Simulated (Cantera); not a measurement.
**Equilibrium for silicon carbide growth: CH₃SiCl₃ + H₂**

A closed system holds: 1 mol CH₃SiCl₃, 4.2 mol H₂, at 0.830 bar.

Equilibrium computed with Cantera from the NASA thermochemical tables; the gas is ideal and each condensed phase is pure. Candidate condensed phases: C, C₆H₆, C₇H₈, C₈H₁₈, Si, SiC; 109 gas species. The feed counts by its element totals alone. The tables' values for SiCl, SiCl₃ are old estimates; treat these amounts as uncertain. Gases not in the tables: Si₂H₆ and higher silanes. Equilibrium is a limit: real reactors are often held back by kinetics, nucleation or transport.

From 2200 K to 2600 K the condensed part is C(graphite) + SiC(s). The main Si-bearing gas is SiCl₂ throughout. The share of Si in condensed phases is highest at 2200 K (71.6 %) and lowest at 2600 K (51.8 %).

```
T (K)   x H₂  x HCl  x SiCl₂      x H     x Cl  x C₂H₂ (acetylene)  n C(graphite)  n SiC(s)
-----  -----  -----  -------  -------  -------  ------------------  -------------  --------
2200   0.619  0.333   0.0372  0.00486  0.00191             0.00159          0.261     0.716
2250   0.619  0.328   0.0397  0.00642  0.00246             0.00207          0.272     0.697
2300   0.619  0.322   0.0421  0.00836  0.00313             0.00268          0.282     0.678
2350   0.619  0.316   0.0444   0.0108  0.00394             0.00341          0.290     0.659
2400   0.618  0.310   0.0466   0.0137  0.00490             0.00431          0.296     0.638
2450   0.615  0.303   0.0487   0.0173  0.00605             0.00537          0.301     0.615
2500   0.612  0.296   0.0505   0.0216  0.00738             0.00662          0.305     0.589
2550   0.608  0.289   0.0522   0.0267  0.00892             0.00808          0.308     0.558
2600   0.602  0.281   0.0535   0.0327   0.0107             0.00976          0.310     0.518
```
x: gas mole fraction; n: condensed amount in mol.
